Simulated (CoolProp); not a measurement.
A simple Rankine cycle with isobutene: condensing at 322.15 K, boiler at 1.89 MPa, turbine inlet 379.9 K, turbine efficiency 0.9, pump efficiency 0.8, no recuperator. Each further row changes one setting.

Computed with CoolProp (reference Helmholtz-energy equation of state, Lemmon 2005). It is a short technical equation, of lower accuracy than the large ones.

```csv
case,thermal efficiency (%),net work (kJ/kg),heat in (kJ/kg),turbine exit temperature (K),volume ratio over the turbine
as stated,10.4,41.1,397,335.7,3.50
turbine inlet 399.9 K,10.4,46.3,447,358.6,3.35
condensing temperature 314.15 K,11.8,49.2,417,329.1,4.31
boiler pressure 1.32 MPa,7.6,31.8,421,352.5,2.27
turbine efficiency 0.8,9.1,36.3,397,338.3,3.54
```
